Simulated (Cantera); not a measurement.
A freely propagating, adiabatic, planar premixed flame of CO : H₂ : O₂ : N₂ = 1 : 0.098 : 0.819 : 2.79 (molar parts), equivalence ratio 0.67, unburnt at 673 K and 2700 Torr; mixture-averaged transport, grid criteria slope 0.08 and curve 0.16, no radiation.

Cantera simulation using GRI-Mech 3.0 (53 species, 325 reactions); the numbers are that mechanism's predictions, not measurements. The hydrogen kinetics of GRI-Mech 3.0 are dated; newer H2 mechanisms differ, most at raised pressure. Burning velocities carry a grid error of a few per cent, more on coarse grids.

x: mole fraction of selected species; z is measured from the peak of heat release.

```
z (mm)   T (K)  u (m/s)    x CO      x H₂    x O₂      x NO     x H₂O       x O
-------  -----  -------  ------  --------  ------  --------  --------  --------
-0.641     673     1.07   0.212    0.0207   0.174     <1e-8   1.40e-7     <1e-8
-0.427     673     1.07   0.213    0.0204   0.174     <1e-8   3.18e-6     <1e-8
-0.320     673     1.07   0.213    0.0198   0.174     <1e-8   1.59e-5     <1e-8
-0.214     676     1.08   0.213    0.0182   0.174     <1e-8  0.000119   1.21e-8
-0.107     [?]     1.16   0.211    0.0133   0.173   1.21e-7   0.00186   3.87e-6
-0.0534    [?]     1.54   0.193   0.00821   0.163   1.37e-6   0.00779  0.000336
0          [?]     2.14   0.147   0.00276   0.135   6.57e-6    0.0160   0.00476
0.0534     [?]     2.54   0.100  0.000990   0.108   1.75e-5    0.0174    0.0101
0.107      [?]     2.76  0.0721  0.000879  0.0937   3.10e-5    0.0166    0.0112
0.214     2049     2.99  0.0496  0.000791  0.0838   5.70e-5    0.0171   0.00896
0.427     2197     3.17  0.0346  0.000559  0.0781  0.000106    0.0187   0.00547
0.854     2301     3.29  0.0231  0.000360  0.0738  0.000199    0.0198   0.00316
1.71      2368     3.37  0.0150  0.000230  0.0707  0.000360    0.0206   0.00189
```

Problem. Fill in the missing entries.

Solution. 
- -0.107, T (K): 734
- -0.0534, T (K): 979
- 0, T (K): 1394
- 0.0534, T (K): 1692
- 0.107, T (K): 1869
